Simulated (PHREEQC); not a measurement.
H2SO4 is added in steps, without added water, to 1 kg of water holding 1.8 mmol/kgw HF, 67 mmol/kgw NaF and 0.056 mmol/kgw HCl, at 25 °C. O2 is buffered at 0.21 atm. CO2 from the air is kept out. Only these solids could form: Halite, Mirabilite.

Base run: PHREEQC, ion-association model, wateq4f.dat. Each further column changes one thing. The table gives F- (mol/kgw).

```csv
H2SO4 added (mol),base,diluted 5-fold with water,HCl from 5.6e-05 to 6.16e-05 mol/kgw,diluted 2-fold with water,no solid may form
0,0.0651,0.0133,0.0650,0.0330,0.0651
0.008438,0.0468,0.00223,0.0467,0.0166,0.0468
0.01406,0.0358,0.00101,0.0358,0.00843,0.0358
0.0225,0.0215,0.000562,0.0215,0.00302,0.0215
0.03094,0.0111,0.000399,0.0111,0.00164,0.0111
0.03656,0.00701,0.000337,0.00701,0.00125,0.00701
0.045,0.00400,0.000276,0.00400,0.000931,0.00400
```

wateq4f.dat counts part of the HF as a dimer, H2F2, which phreeqc.dat doesn't know; its constant is uncertain.
